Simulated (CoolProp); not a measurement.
Vapour-liquid equilibrium of R22 (1) + R11 (2) at 0.0215 MPa; x and y are mole fractions of (1).

Model: multi-fluid Helmholtz-energy mixture model, Kamei 1995 and Jacobsen 1992; pair parameters Bell 2016, in CoolProp.

```csv
x,bubble temperature (K),y at the bubble point,dew temperature at overall composition x (K),liquid density (mol/L)
0.05,241.4,0.629,258.4,11.84
0.125,228.6,0.841,256.8,12.31
0.2,222.1,0.905,255.0,12.70
0.275,218.0,0.933,253.2,13.07
0.35,215.3,0.949,251.1,13.43
0.425,213.2,0.959,248.9,13.80
0.5,211.6,0.967,246.4,14.18
0.575,210.2,0.973,243.7,14.57
0.65,209.0,0.978,240.4,14.98
0.725,207.9,0.983,236.6,15.41
0.8,206.8,0.988,231.8,15.87
0.875,205.7,0.992,225.4,16.35
0.95,204.7,0.997,215.1,16.86
```

No azeotrope shows between x = 0.05 and 0.95.

The pair parameters rest on a limited set of measurements; away from them the model extrapolates.
